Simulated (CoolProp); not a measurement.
A single-stage vapour-compression cycle with the fluid: evaporating at 198.15 K (dew point), condensing at 231.15 K (bubble point), superheat 0 K, subcooling 2 K, compressor efficiency 0.6, no pressure losses. The same conditions are run with several fluids, on thermodynamics alone (safety and materials aside).

Model: reference Helmholtz-energy equation of state of each fluid (R13: Platzer 1990; ethane: Bücker 2006; nitrous oxide: Lemmon 2006; R22: Kamei 1995; R125: Lemmon 2005; propane: Lemmon 2009), in CoolProp. The equations of Platzer and Polt are older, rougher fits.

```tsv
fluid	cooling COP	pressure ratio	discharge temperature (K)	refrigerating effect (kJ/kg)	volumetric capacity (kJ/m³)
R13	3.11	…	270.5	117	1100
ethane	3.12	3.65	283.9	390	1500
nitrous oxide	…	…	320.0	303	1810
R22	3.18	6.51	315.0	221	…
R125	…	6.21	266.7	144	232
propane	…	…	283.9	390	…
```

Question: Some entries are withheld; supply them.

Answer: 
- R13, pressure ratio: 3.99
- nitrous oxide, cooling COP: 3.05
- nitrous oxide, pressure ratio: 4.11
- R22, volumetric capacity (kJ/m³): 172
- R125, cooling COP: 3.19
- propane, cooling COP: 3.24
- propane, pressure ratio: 5.66
- propane, volumetric capacity (kJ/m³): 190
